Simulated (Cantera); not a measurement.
A Cantera script and its output.

```python
import numpy as np
import cantera as ct

gas = ct.Solution("gri30.yaml")


def delay(T, t_max=10):
    gas.TPX = T, 150000, {'CH4': 1, 'O2': 1.05, 'N2': 3.96}
    reactor = ct.IdealGasConstPressureReactor(gas, clone=False)
    net = ct.ReactorNet([reactor])
    net.rtol, net.atol = 1e-8, 1e-16
    while net.time < t_max:
        t_old, T_old = net.time, reactor.T
        net.step()
        if reactor.T > T + 400:  # ignition: a rise of 400 K
            return t_old + (T + 400 - T_old) / (reactor.T - T_old) * (net.time - t_old)
    return np.nan


taus = []
for T in [1000, 1050, 1100, 1150, 1200, 1250, 1300, 1350, 1400, 1450]:
    taus.append(delay(T))
    print(f"T0 = {T:6g} K   tau = {taus[-1]:.4e} s")
```

Output:

```
T0 =   1000 K   tau = 1.0358e+00 s
T0 =   1050 K   tau = 4.4731e-01 s
T0 =   1100 K   tau = 2.0137e-01 s
T0 =   1150 K   tau = 9.4418e-02 s
T0 =   1200 K   tau = 4.6016e-02 s
T0 =   1250 K   tau = 2.3225e-02 s
T0 =   1300 K   tau = 1.2089e-02 s
T0 =   1350 K   tau = 6.4663e-03 s
T0 =   1400 K   tau = 3.5483e-03 s
T0 =   1450 K   tau = 1.9978e-03 s
```

Model: GRI-Mech 3.0 (53 species, 325 reactions), integrated in Cantera.
